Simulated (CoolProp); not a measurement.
CH2F2 (R32) at several states: density (kg/m³) from the reference equation and from simpler models built on Tc = 351.3 K, pc = 5.783 MPa, ω = 0.277; each cubic takes its own stable root.

Computed with CoolProp (reference Helmholtz-energy equation of state, Tillner-Roth 1997).

| T (K) | p (MPa) | phase | reference | van der Waals | Redlich-Kwong | Soave-Redlich-Kwong |
|---|---|---|---|---|---|---|
| 291.9 | 0.887 | gas | 21.81 | 20.57 | 21.01 | 21.20 |
| 180.3 | 0.102 | liquid | 1321 | 3.629 | 994.5 | 1019 |
| 352.9 | 0.09 | gas | 1.605 | 1.603 | 1.604 | 1.604 |
| 158.8 | 0.126 | liquid | 1375 | 692.9 | 1031 | 1051 |

At some of these states van der Waals gives the other phase, because its saturation line lies elsewhere.
